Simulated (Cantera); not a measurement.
A freely propagating, adiabatic, planar premixed flame of 18.5 % H₂, 17.1 % O₂, 64.4 % N₂, equivalence ratio 0.54, unburnt at 598 K and 0.133 bar; mixture-averaged transport, grid criteria slope 0.08 and curve 0.16, no radiation.

Model: the H2/O2 subset of GRI-Mech 3.0, which has no nitrogen chemistry, integrated in Cantera. Burning velocities carry a grid error of a few per cent, more on coarse grids. Lean hydrogen flames are cellular in practice and burn faster than this planar one.

**Question.** Predict: laminar burning velocity; thermal thickness; peak x(H); peak x(OH); peak x(H₂O₂); peak x(O).

**Answer.** 
```
Quantity                    Result
------------------------  --------
laminar burning velocity  391 cm/s
thermal thickness          6.12 mm
peak x(H)                   0.0378
peak x(OH)                  0.0106
peak x(H₂O₂)               1.54e-6
peak x(O)                   0.0155
```
